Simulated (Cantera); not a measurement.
Feed: 1 mol SiH4, 0.025 mol C2H4, 11 mol H2, equilibrated at 57000 Pa.

Method: chemical equilibrium by Gibbs-energy minimisation in Cantera with the NASA 1993 tables (ideal gas, pure condensed phases). Candidate condensed phases: C, C6H6, C7H8, C8H18, Si, SiC; 87 gas species. Mutual solubility and eutectic melting of coexisting phases are not modelled. Gases not in the tables: Si2H6 and higher silanes. Kinetics and transport are ignored. All values below are at 2073 K.

Base state: H2 0.996, H 0.00348, Si 0.000175, SiH2 0.000158, SiH 7.58e-5, CH4 1.42e-5 (mole fractions); condensed: Si(l) + SiC(s).

### Question
What changes in the equilibrium state with this change: 1.1 mol CO2 added?

### Answer
```
species      before    after
-----------  ------  -------
H2            0.996    0.852
CO                0   0.0755
SiO               0   0.0657
H2O               0  0.00323
CO2               0  5.89e-5
Si(l), mol    0.945        0
SiC(s), mol  0.0496        0
```
Further candidate phases: H2O, SiO2.
